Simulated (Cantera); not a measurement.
Transport properties of process gases

Gas mixture: 48.8 % CO2, 51.2 % H2O, at 760 Torr, frozen composition.

Cantera's kinetic-theory transport with the Lennard-Jones parameters of GRI-Mech 3.0, ideal gas; thermal conductivity in the mixture-averaged form. Polar gases are described roughly by these parameters.

```json
[
 {"T (K)": "400", "ρ (kg/m³)": "0.935", "cp (J/kg/K)": "1228", "μ (µPa s)": "17.6", "λ (mW/m/K)": "30.8", "Pr": "0.702", "D (cm²/s) NO": "0.315", "D (cm²/s) OH": "0.506", "D (cm²/s) CO2": "0.286"},
 {"T (K)": "650", "ρ (kg/m³)": "0.575", "cp (J/kg/K)": "1387", "μ (µPa s)": "27.6", "λ (mW/m/K)": "55.0", "Pr": "0.695", "D (cm²/s) NO": "0.752", "D (cm²/s) OH": "1.19", "D (cm²/s) CO2": "0.736"},
 {"T (K)": "900", "ρ (kg/m³)": "0.416", "cp (J/kg/K)": "1509", "μ (µPa s)": "36.5", "λ (mW/m/K)": "80.3", "Pr": "0.685", "D (cm²/s) NO": "1.32", "D (cm²/s) OH": "2.09", "D (cm²/s) CO2": "1.35"},
 {"T (K)": "1150", "ρ (kg/m³)": "0.325", "cp (J/kg/K)": "1610", "μ (µPa s)": "44.6", "λ (mW/m/K)": "106", "Pr": "0.679", "D (cm²/s) NO": "2.01", "D (cm²/s) OH": "3.16", "D (cm²/s) CO2": "2.10"},
 {"T (K)": "1400", "ρ (kg/m³)": "0.267", "cp (J/kg/K)": "1690", "μ (µPa s)": "52.0", "λ (mW/m/K)": "130", "Pr": "0.673", "D (cm²/s) NO": "2.80", "D (cm²/s) OH": "4.40", "D (cm²/s) CO2": "2.97"},
 {"T (K)": "1650", "ρ (kg/m³)": "0.227", "cp (J/kg/K)": "1754", "μ (µPa s)": "58.9", "λ (mW/m/K)": "154", "Pr": "0.669", "D (cm²/s) NO": "3.69", "D (cm²/s) OH": "5.79", "D (cm²/s) CO2": "3.95"},
 {"T (K)": "1900", "ρ (kg/m³)": "0.197", "cp (J/kg/K)": "1805", "μ (µPa s)": "65.4", "λ (mW/m/K)": "177", "Pr": "0.666", "D (cm²/s) NO": "4.67", "D (cm²/s) OH": "7.33", "D (cm²/s) CO2": "5.04"},
 {"T (K)": "2150", "ρ (kg/m³)": "0.174", "cp (J/kg/K)": "1846", "μ (µPa s)": "71.6", "λ (mW/m/K)": "199", "Pr": "0.663", "D (cm²/s) NO": "5.73", "D (cm²/s) OH": "9.00", "D (cm²/s) CO2": "6.22"},
 {"T (K)": "2400", "ρ (kg/m³)": "0.156", "cp (J/kg/K)": "1879", "μ (µPa s)": "77.4", "λ (mW/m/K)": "220", "Pr": "0.660", "D (cm²/s) NO": "6.89", "D (cm²/s) OH": "10.8", "D (cm²/s) CO2": "7.50"}
]
```
D: mixture-averaged diffusion coefficient of that species in the mixture.
